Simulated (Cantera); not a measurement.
# Equilibrium for silicon nitride deposition: SiH2Cl2 + N2

Feed: 1 mol SiH2Cl2, 2.2 mol N2, at 0.495 Torr.

Cantera equilibrium calculation (NASA polynomials, part measured and part estimated; ideal gas, pure solids and liquids). Candidate condensed phases: NH4Cl, Si, Si3N4; 28 gas species. N2 is the only nitrogen source here; it is nearly inert below about 1500 K, so the nitride shown seldom forms there in practice. The tables' values for SiCl3, SiCl, SiN are old estimates; treat these amounts as uncertain. The numbers say what is thermodynamically allowed, not how fast it happens.

From 1373 K to 1598 K the condensed part is Si3N4(s). From 1623 K to 1673 K the condensed part is Si(s). At 1698 K the condensed part is Si(l). The main Si-bearing gas is SiCl2 throughout. The share of Si in condensed phases is highest at 1373 K (59.2 %) and lowest at 1698 K (20.5 %).

```json
[
 {"T (K)": "1373", "x N2": "0.481", "x HCl": "0.289", "x H2": "0.122", "x SiCl2": "0.0898", "x SiCl3": "0.0117", "x SiCl4": "0.00702", "x H": "4.52e-5", "n Si3N4(s)": "0.197", "n Si(s)": "0", "n Si(l)": "0"},
 {"T (K)": "1398", "x N2": "0.484", "x HCl": "0.266", "x H2": "0.130", "x SiCl2": "0.106", "x SiCl3": "0.0102", "x SiCl4": "0.00414", "x H": "6.64e-5", "n Si3N4(s)": "0.180", "n Si(s)": "0", "n Si(l)": "0"},
 {"T (K)": "1423", "x N2": "0.487", "x HCl": "0.241", "x H2": "0.139", "x SiCl2": "0.121", "x SiCl3": "0.00850", "x SiCl4": "0.00235", "x H": "9.64e-5", "n Si3N4(s)": "0.163", "n Si(s)": "0", "n Si(l)": "0"},
 {"T (K)": "1448", "x N2": "0.490", "x HCl": "0.218", "x H2": "0.148", "x SiCl2": "0.135", "x SiCl3": "0.00693", "x SiCl4": "0.00130", "x H": "0.000138", "n Si3N4(s)": "0.147", "n Si(s)": "0", "n Si(l)": "0"},
 {"T (K)": "1473", "x N2": "0.493", "x HCl": "0.195", "x H2": "0.157", "x SiCl2": "0.147", "x SiCl3": "0.00555", "x SiCl4": "0.000715", "x H": "0.000195", "n Si3N4(s)": "0.132", "n Si(s)": "0", "n Si(l)": "0"},
 {"T (K)": "1498", "x N2": "0.496", "x HCl": "0.174", "x H2": "0.166", "x SiCl2": "0.158", "x SiCl3": "0.00439", "x SiCl4": "0.000390", "x H": "0.000272", "n Si3N4(s)": "0.118", "n Si(s)": "0", "n Si(l)": "0"},
 {"T (K)": "1523", "x N2": "0.499", "x HCl": "0.155", "x H2": "0.173", "x SiCl2": "0.168", "x SiCl3": "0.00346", "x SiCl4": "0.000213", "x H": "0.000375", "n Si3N4(s)": "0.106", "n Si(s)": "0", "n Si(l)": "0"},
 {"T (K)": "1548", "x N2": "0.502", "x HCl": "0.138", "x H2": "0.180", "x SiCl2": "0.176", "x SiCl3": "0.00271", "x SiCl4": "0.000117", "x H": "0.000509", "n Si3N4(s)": "0.0941", "n Si(s)": "0", "n Si(l)": "0"},
 {"T (K)": "1573", "x N2": "0.504", "x HCl": "0.122", "x H2": "0.187", "x SiCl2": "0.183", "x SiCl3": "0.00212", "x SiCl4": "6.45e-5", "x H": "0.000684", "n Si3N4(s)": "0.0836", "n Si(s)": "0", "n Si(l)": "0"},
 {"T (K)": "1598", "x N2": "0.506", "x HCl": "0.108", "x H2": "0.192", "x SiCl2": "0.190", "x SiCl3": "0.00166", "x SiCl4": "3.59e-5", "x H": "0.000909", "n Si3N4(s)": "0.0741", "n Si(s)": "0", "n Si(l)": "0"},
 {"T (K)": "1623", "x N2": "0.524", "x HCl": "0.0997", "x H2": "0.187", "x SiCl2": "0.186", "x SiCl3": "0.00132", "x SiCl4": "2.19e-5", "x H": "0.00116", "n Si3N4(s)": "0", "n Si(s)": "0.212", "n Si(l)": "0"},
 {"T (K)": "1648", "x N2": "0.523", "x HCl": "0.0991", "x H2": "0.188", "x SiCl2": "0.186", "x SiCl3": "0.00115", "x SiCl4": "1.56e-5", "x H": "0.00150", "n Si3N4(s)": "0", "n Si(s)": "0.209", "n Si(l)": "0"},
 {"T (K)": "1673", "x N2": "0.523", "x HCl": "0.0984", "x H2": "0.187", "x SiCl2": "0.186", "x SiCl3": "0.00100", "x SiCl4": "1.13e-5", "x H": "0.00192", "n Si3N4(s)": "0", "n Si(s)": "0.206", "n Si(l)": "0"},
 {"T (K)": "1698", "x N2": "0.522", "x HCl": "0.0984", "x H2": "0.187", "x SiCl2": "0.186", "x SiCl3": "0.000883", "x SiCl4": "8.30e-6", "x H": "0.00243", "n Si3N4(s)": "0", "n Si(s)": "0", "n Si(l)": "0.205"}
]
```
x: gas mole fraction; n: condensed amount in mol.
